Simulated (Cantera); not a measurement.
## Equilibrium for carbothermic reduction: CuO + CO

Charge: 1 mol CuO, 11 mol CO, at 0.190 bar.

Equilibrium computed with Cantera from the NASA thermochemical tables; the gas is ideal and each condensed phase is pure. Candidate condensed phases: C, Cu, CuO, Cu2O; 15 gas species. Equilibrium is a limit: real reactors are often held back by kinetics, nucleation or transport.

From 1125 K to 1350 K the condensed part is Cu(s). From 1425 K to 2100 K the condensed part is Cu(l).

```
T (K)   x CO   x CO2      x Cu     x Cu2       x O     x CuO  n Cu(s)  n Cu(l)
-----  -----  ------  --------  --------  --------  --------  -------  -------
1125   0.909  0.0909   7.03e-9    <1e-12    <1e-12    <1e-12     1.00        0
1200   0.909  0.0909   6.46e-8  1.84e-12    <1e-12    <1e-12    1.000        0
1275   0.909  0.0909   4.56e-7  2.92e-11    <1e-12    <1e-12    1.000        0
1350   0.909  0.0909   2.57e-6  3.38e-10    <1e-12    <1e-12    1.000        0
1425   0.909  0.0909   1.14e-5   2.68e-9  1.09e-12    <1e-12        0    1.000
1500   0.909  0.0909   4.33e-5   1.70e-8  1.04e-11  4.28e-12        0    1.000
1575   0.909  0.0909  0.000144   8.93e-8  8.04e-11  3.68e-11        0    0.998
1650   0.909  0.0909  0.000427   4.01e-7  5.14e-10  2.59e-10        0    0.995
1725   0.908  0.0908   0.00115   1.57e-6   2.79e-9   1.53e-9        0    0.987
1800   0.906  0.0906   0.00285   5.46e-6   1.32e-8   7.76e-9        0    0.968
1875   0.903  0.0903   0.00654   1.71e-5   5.49e-8   3.45e-8        0    0.927
1950   0.896  0.0896    0.0141   4.88e-5   2.05e-7   1.36e-7        0    0.842
2025   0.883  0.0883    0.0285  0.000128   6.92e-7   4.84e-7        0    0.674
2100   0.859  0.0859    0.0548  0.000313   2.14e-6   1.57e-6        0    0.354
```
x: gas mole fraction; n: condensed amount in mol.
